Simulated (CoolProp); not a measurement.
The numbers come from the reference Helmholtz-energy equation of state, Lemmon 2006 in CoolProp. It is a short technical equation, of lower accuracy than the large ones.

Task: For neopentane, give the phase and the cv (kJ/(kg K)), Joule-Thomson coefficient (K/MPa), isothermal compressibility (1/MPa), fugacity coefficient at 550 K and 0.704 MPa.

Result: 
- 550 K and 0.704 MPa: gas; cv 2.68, Joule-Thomson coefficient 3.93, isothermal compressibility 1.47, fugacity coefficient 0.967
